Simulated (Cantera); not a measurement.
# Stirred combustor or abatement burner

A perfectly stirred reactor is fed with CO : H2 : CH4 : O2 : N2 = 1 : 0.44 : 0.58 : 1.71 : 16.7 (molar parts), equivalence ratio 1.1, at 1.00 atm; it is adiabatic with a 425 K inlet, and is followed from long to short residence time, starting on the burning branch (τ in s: 0.035, 0.017, 0.0087, 0.0043, 0.0021, 0.0011, 0.00052, 0.00026, 0.00013, 6.4e-05, 3.2e-05, 1.6e-05, 7.8e-06).

Cantera simulation using GRI-Mech 3.0 (53 species, 325 reactions); the numbers are that mechanism's predictions, not measurements.

| τ (s) | T (K) | x CO | x H2 | x CH4 | x O2 | x HCN | x CH2CO |
|---|---|---|---|---|---|---|---|
| 0.035 | 1514 | 0.0135 | 0.00528 | 2.87e-5 | 0.00101 | 1.32e-6 | 2.09e-8 |
| 0.017 | 1501 | 0.0143 | 0.00548 | 4.40e-5 | 0.00161 | 1.20e-6 | 2.50e-8 |
| 0.0087 | 1484 | 0.0155 | 0.00573 | 6.85e-5 | 0.00243 | 1.06e-6 | 3.20e-8 |
| 0.0043 | 1459 | 0.0174 | 0.00603 | 0.000116 | 0.00369 | 8.92e-7 | 4.71e-8 |
| 0.0021 | 1423 | 0.0207 | 0.00633 | 0.000221 | 0.00579 | 7.32e-7 | 8.70e-8 |
| 0.0011 | 1361 | 0.0276 | 0.00667 | 0.000540 | 0.0101 | 5.67e-7 | 2.64e-7 |
| 0.00052 | 425 | 0.0489 | 0.0215 | 0.0284 | 0.0837 | <1e-12 | <1e-12 |
| 0.00026 | 425 | 0.0489 | 0.0215 | 0.0284 | 0.0837 | <1e-12 | <1e-12 |
| 0.00013 | 425 | 0.0489 | 0.0215 | 0.0284 | 0.0837 | <1e-12 | <1e-12 |
| 6.4e-5 | 425 | 0.0489 | 0.0215 | 0.0284 | 0.0837 | <1e-12 | <1e-12 |
| 3.2e-5 | 425 | 0.0489 | 0.0215 | 0.0284 | 0.0837 | <1e-12 | <1e-12 |
| 1.6e-5 | 425 | 0.0489 | 0.0215 | 0.0284 | 0.0837 | <1e-12 | <1e-12 |
| 7.8e-6 | 425 | 0.0489 | 0.0215 | 0.0284 | 0.0837 | <1e-12 | <1e-12 |
x: mole fraction; the columns are a selection and need not sum to one.
